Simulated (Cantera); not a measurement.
Charge: 1 mol Al(CH3)3, 0.96 mol H2O, 59 mol N2, equilibrated at 1875 K and 158 Torr.

Equilibrium computed with Cantera from the NASA thermochemical tables; the gas is ideal and each condensed phase is pure. Candidate condensed phases: Al, AlN, Al2O3, C, C6H6, C7H8, C8H18, H2O; 148 gas species. The feed counts by its element totals alone. The numbers say what is thermodynamically allowed, not how fast it happens.

Base state: N2 0.900, H2 0.0826, CO 0.0148, HCN 0.00238, H 0.000411, HNC 0.000106, C2H2 (acetylene) 2.62e-5, Al 1.79e-5 (mole fractions); condensed: AlN(s) + C(graphite).

Task: What changes in the equilibrium state with this change: temperature from 1875 K to 1473 K?

Result: 
| species | before | after |
|---|---|---|
| N2 | 0.900 | 0.901 |
| H2 | 0.0826 | 0.0840 |
| CO | 0.0148 | 0.0148 |
| HCN | 0.00238 | 0.000240 |
| Al | 1.79e-5 | <1e-9 |
| H | 0.000411 | 8.00e-6 |
| C2H2 (acetylene) | 2.62e-5 | 5.46e-7 |
| AlN(s), mol | 0.999 | 1.00 |
| C(graphite), mol | 1.88 | 2.02 |
